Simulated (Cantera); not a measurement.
# Transport properties of process gases

Gas mixture: C2H2 : N2 = 0.58 : 0.78 (molar parts), at 4.93 atm, frozen composition.

Cantera's kinetic-theory transport with the Lennard-Jones parameters of GRI-Mech 3.0, ideal gas; thermal conductivity in the mixture-averaged form. The composition is frozen, though it would react at the higher temperatures.

```tsv
T (K)	ρ (kg/m³)	cp (J/kg/K)	μ (µPa s)	λ (mW/m/K)	Pr	D (cm²/s) CO2	D (cm²/s) O	D (cm²/s) H2O
400	4.08	1408	18.0	34.0	0.747	0.0486	0.0978	0.0709
650	2.51	1576	25.8	53.8	0.757	0.116	0.225	0.177
900	1.82	1711	32.4	72.5	0.764	0.203	0.388	0.317
1150	1.42	1818	38.2	90.2	0.769	0.308	0.585	0.487
1400	1.17	1901	43.5	107	0.772	0.430	0.811	0.684
1650	0.990	1965	48.4	123	0.774	0.566	1.07	0.906
```
D: mixture-averaged diffusion coefficient of that species in the mixture.
